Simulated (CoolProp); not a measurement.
Vapour-liquid equilibrium of CHF3 (R23) (1) + R22 (2) at 255.6 K; x and y are mole fractions of (1).

Model: multi-fluid Helmholtz-energy mixture model, Penoncello 2003 and Kamei 1995; pair parameters Bell 2016, in CoolProp.

Give the bubble pressure and the first vapour's composition at x = 0.2, 0.5, 0.8. Is there an azeotrope?

x = 0.2: 0.5441 MPa, y = 0.569; x = 0.5: 0.9138 MPa, y = 0.812; x = 0.8: 1.257 MPa, y = 0.930. No azeotrope shows between x = 0.05 and 0.95.

The pair parameters rest on a limited set of measurements; away from them the model extrapolates.
